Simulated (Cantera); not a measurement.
Charge: 1 mol Si(CH3)4, 0.59 mol CH4, 370 mol H2, at 2498 K and 1000 Pa.

Method: chemical equilibrium by Gibbs-energy minimisation in Cantera with the NASA 1993 tables (ideal gas, pure condensed phases). Candidate condensed phases: C, C6H6, C7H8, C8H18, Si, SiC; 87 gas species. Rates play no part.

Base state: H2 0.773, H 0.219, C2H2 (acetylene) 0.00492, Si 0.00199, SiC2 0.000305, C2H 9.97e-5, SiH 4.64e-5, C3 2.20e-5 (mole fractions); condensed: gas only.

Q: What changes in the equilibrium state with this change: temperature from 2498 K to 1125 K?

A: 
```tsv
species	before	after
H2	0.773	1.000
CH4	6.93e-7	0.000288
H	0.219	4.44e-7
C2H2 (acetylene)	0.00492	2.30e-8
Si	0.00199	<1e-9
SiC2	0.000305	<1e-9
C2H	9.97e-5	<1e-9
SiH	4.64e-5	<1e-9
C3	2.20e-5	<1e-9
C4H2	1.29e-5	<1e-9
C(graphite), mol	0	3.48
SiC(s), mol	0	1.00
```

Q: What changes in the equilibrium state with this change: H2 from 370 to 19 mol?

A: 
```tsv
species	before	after
H2	0.773	0.745
H	0.219	0.215
Si	0.00199	0.0244
SiC2	0.000305	0.00629
Si2C	3.90e-6	0.000759
Si2	2.26e-7	3.38e-5
SiC	6.95e-7	1.11e-5
SiH	4.64e-5	0.000558
C(graphite), mol	0	3.68
```
Gases not in the tables: Si2H6 and higher silanes.
